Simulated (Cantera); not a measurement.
Input: 1 mol HMDSO, 0.11 mol CO2, 37 mol N2, equilibrated at 952 °C and 0.460 bar.

Cantera equilibrium calculation (NASA polynomials, part measured and part estimated; ideal gas, pure solids and liquids). Candidate condensed phases: C, C6H6, C7H8, C8H18, H2O, Si, SiC, SiO2, Si2N2O, Si3N4; 151 gas species. The feed counts by its element totals alone. N2 is the only nitrogen source here; it is nearly inert below about 1500 K, so the nitride shown seldom forms there in practice. Equilibrium is a limit: real reactors are often held back by kinetics, nucleation or transport.

**Question.** What is the equilibrium state?

**Answer.** 
| Quantity | Value |
|---|---|
| x(N2) | 0.796 |
| x(H2) | 0.199 |
| x(CO) | 0.00486 |
| x(CH4) | 0.000238 |
| x(HCN) | 3.89e-5 |
| x(H2O) | 8.72e-6 |
| x(NH3) | 6.19e-6 |
| n(C(graphite)) | 5.88 mol |
| n(Si2N2O(s)) | 1.00 mol |
| gas amount | 45.21 mol |
| log10 activity of Si(s) (absent) | -6.57 |
